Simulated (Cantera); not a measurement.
## Thermodynamics of hydrogen reduction and annealing atmospheres, feed CuO + H2 + H2O

Feed: 1 mol CuO, 13 mol H2, 0.056 mol H2O, at 1475 K and 40.0 Pa.

Cantera equilibrium calculation (NASA polynomials, part measured and part estimated; ideal gas, pure solids and liquids). Candidate condensed phases: Cu, CuO, Cu(OH)2, Cu2O, H2O; 12 gas species. Equilibrium is a limit: real reactors are often held back by kinetics, nucleation or transport.

The x(H2) is 0.906. The x(H2O) comes out as 0.0798 and the x(Cu) comes out as 0.0134. The x(H) comes out as 0.000617, the x(Cu2) is 4.45e-6 and the x(OH) comes out as 1.42e-6. The n(Cu(l)) is 0.823 mol and the gas amount comes out as 13.24 mol. The log10 activity of Cu(OH)2(s) (absent) is -14.22.
